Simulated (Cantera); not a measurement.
Input (Python, Cantera):

```python
import numpy as np
import cantera as ct

gas = ct.Solution("h2o2.yaml")
gas.TPX = 625, 150000, {'H2': 1, 'O2': 0.455, 'N2': 1.14}
flame = ct.FreeFlame(gas, width=0.03)
flame.set_refine_criteria(ratio=3, slope=0.08, curve=0.16)
flame.transport_model = "mixture-averaged"
flame.solve(loglevel=0, auto=True)
z, T = flame.grid, flame.T
thick = (T[-1] - T[0]) / np.gradient(T, z).max()
show = ['H2', 'O2', 'O', 'H', 'OH', 'HO2']
print(f"laminar burning velocity  {flame.velocity[0] * 100:.3f} cm/s")
print(f"burnt temperature         {T[-1]:.1f} K")
print(f"thermal thickness         {thick * 1e3:.4f} mm")
print(f"grid points               {len(z)}")
z0 = z[flame.heat_release_rate.argmax()]
print(f"{'z/mm':>9s}{'T/K':>9s}{'u/(m/s)':>9s}" + "".join(f"{s:>11s}" for s in show))
rows = []
for k in (-3, -2, -1.5, -1, -0.5, -0.25, 0, 0.25, 0.5, 1, 2, 4, 8):
    zz = z0 + k * thick
    rows.append([k * thick, np.interp(zz, z, T), np.interp(zz, z, flame.velocity),
                 *(np.interp(zz, z, flame.X[gas.species_index(s)]) for s in show)])
    print(f"{rows[-1][0] * 1e3:9.3f}{rows[-1][1]:9.1f}{rows[-1][2]:9.3f}" + "".join(f"{x:11.3e}" for x in rows[-1][3:]))
```

It prints:

```
laminar burning velocity  1172.044 cm/s
burnt temperature         2776.0 K
thermal thickness         0.2503 mm
grid points               130
     z/mm      T/K  u/(m/s)         H2         O2          O          H         OH        HO2
   -0.751    625.0   11.720  3.854e-01  1.753e-01  3.165e-16  3.293e-16  1.310e-17  3.996e-13
   -0.501    625.0   11.720  3.854e-01  1.753e-01  3.918e-14  9.465e-14  1.666e-15  2.342e-11
   -0.375    625.0   11.720  3.854e-01  1.753e-01  4.205e-12  3.417e-11  1.989e-13  1.642e-09
   -0.250    625.0   11.720  3.853e-01  1.753e-01  1.038e-09  2.442e-08  8.634e-11  2.955e-07
   -0.125    635.2   11.877  3.830e-01  1.755e-01  6.038e-06  1.420e-04  3.547e-05  2.460e-04
   -0.063    839.2   15.323  3.503e-01  1.718e-01  4.329e-04  7.583e-03  1.124e-03  3.370e-04
    0.000   1343.4   23.555  2.165e-01  1.224e-01  8.222e-03  5.421e-02  6.300e-03  1.488e-04
    0.063   1704.3   29.423  1.038e-01  5.040e-02  1.702e-02  8.606e-02  1.713e-02  5.677e-05
    0.125   1874.0   32.062  8.298e-02  3.175e-02  1.811e-02  8.201e-02  2.280e-02  3.162e-05
    0.250   2058.4   34.779  8.127e-02  2.557e-02  1.616e-02  6.696e-02  2.701e-02  2.077e-05
    0.501   2250.1   37.471  8.036e-02  2.134e-02  1.296e-02  5.094e-02  2.950e-02  1.387e-05
    1.001   2440.9   40.035  7.690e-02  1.700e-02  9.498e-03  3.650e-02  3.000e-02  9.208e-06
    2.002   2612.6   42.251  7.149e-02  1.289e-02  6.428e-03  2.503e-02  2.837e-02  6.738e-06
```

Cantera simulation using the H2/O2 subset of GRI-Mech 3.0, which has no nitrogen chemistry; the numbers are that mechanism's predictions, not measurements. Burning velocities carry a grid error of a few per cent, more on coarse grids.
